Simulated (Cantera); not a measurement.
A perfectly stirred reactor is fed with CO : O₂ : H₂O : N₂ = 0.024 : 0.12 : 0.0052 : 1 (molar parts), equivalence ratio 0.10, at 143 Torr; it is held at 1523 K, and followed from long to short residence time.

Computed with Cantera and GRI-Mech 3.0 (53 species, 325 reactions).

x: mole fraction; the columns are a selection and need not sum to one.

| τ (s) | x CO | x O₂ | x H₂O | x CO₂ | x H₂O₂ |
|---|---|---|---|---|---|
| 1.9 | 0.000167 | 0.0949 | 0.00446 | 0.0209 | 5.11e-9 |
| 0.76 | 0.000306 | 0.0948 | 0.00442 | 0.0208 | 7.85e-9 |
| 0.31 | 0.000551 | 0.0947 | 0.00435 | 0.0205 | 1.15e-8 |
| 0.13 | [?] | 0.0946 | 0.00426 | 0.0201 | [?] |
| 0.051 | 0.00175 | 0.0944 | 0.00411 | 0.0193 | 2.11e-8 |
| 0.021 | 0.00301 | 0.0942 | 0.00391 | 0.0180 | 2.57e-8 |
| 0.0085 | 0.00512 | 0.0943 | 0.00368 | 0.0159 | 2.87e-8 |
| 0.0035 | [?] | 0.0954 | 0.00358 | [?] | 2.91e-8 |

### Question
Some entries are withheld; supply them.

### Answer

- 0.13, x CO: 0.000967
- 0.13, x H₂O₂: 1.59e-8
- 0.0035, x CO: 0.00841
- 0.0035, x CO₂: 0.0125
